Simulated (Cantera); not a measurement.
Charge: 1 mol Fe3O4, 5.7 mol CO, 1.4 mol N2, equilibrated at 7100 Pa.

Equilibrium computed with Cantera from the NASA thermochemical tables; the gas is ideal and each condensed phase is pure. Candidate condensed phases: C, Fe, Fe(CO)5, FeO, Fe2O3, Fe3O4; 27 gas species. The tables' stoichiometric FeO is somewhat more stable than real wüstite, so its field is too wide. FeO: taken at fixed stoichiometry. The numbers say what is thermodynamically allowed, not how fast it happens.

Which condensed phases are stable at each of these points (T (°C)): 1302, 1352, 1402, 1452, 1502, 1552, 1602, 1652, 1702, 1752, 1802, 1852, 1902?


| T (°C) | condensed phases | Fe condensed (%) |
|---|---|---|
| 1302 | FeO(s) | 100.0 |
| 1352 | FeO(s) | 100.0 |
| 1402 | FeO(l) | 100.0 |
| 1452 | FeO(l) | 100.0 |
| 1502 | FeO(l) | 100.0 |
| 1552 | FeO(l) | 99.9 |
| 1602 | FeO(l) | 99.9 |
| 1652 | FeO(l) | 99.7 |
| 1702 | FeO(l) | 99.6 |
| 1752 | FeO(l) | 99.2 |
| 1802 | FeO(l) | 98.8 |
| 1852 | FeO(l) | 98.0 |
| 1902 | FeO(l) | 97.0 |

From 1302 °C to 1352 °C the condensed part is FeO(s). From 1402 °C to 1902 °C the condensed part is FeO(l).
